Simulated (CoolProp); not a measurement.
Vapour-liquid equilibrium of R152A (1) + R227EA (2) at 0.00663 MPa; x and y are mole fractions of (1).

The numbers come from the multi-fluid Helmholtz-energy mixture model, Outcalt 1996 and Lemmon 2016; pair parameters Bell 2016 in CoolProp.

```
x     bubble temperature, mixture model (K)  bubble temperature, Raoult's law (K)  y, mixture model  y, Raoult's law
----  -------------------------------------  ------------------------------------  ----------------  ---------------
0.05                                  207.7                                 207.5        (withheld)            0.078
0.2                              (withheld)                                 206.3        (withheld)            0.289
0.35                                  205.2                                 205.2             0.490            0.468
0.5                                   203.9                                 204.2             0.647            0.621
0.65                             (withheld)                                 203.2             0.767            0.754
0.8                              (withheld)                                 202.3        (withheld)            0.869
0.95                                  201.3                                 201.4             0.963            0.969
```

Q: What belongs in the gaps?

A: 
- 0.05, y, mixture model: 0.068
- 0.2, bubble temperature, mixture model (K): 206.6
- 0.2, y, mixture model: 0.290
- 0.65, bubble temperature, mixture model (K): 202.8
- 0.8, bubble temperature, mixture model (K): 202.0
- 0.8, y, mixture model: 0.865

The largest gap from Raoult's law is -0.4 K in bubble temperature, at x = 0.65. No azeotrope shows between x = 0.05 and 0.95.

Pair parameters are fitted to limited data, so mixtures are less certain than the pure fluids. The gap from Raoult's law changes sign with composition, which may be real or a fault of the pair parameters; it wasn't checked against measurements.
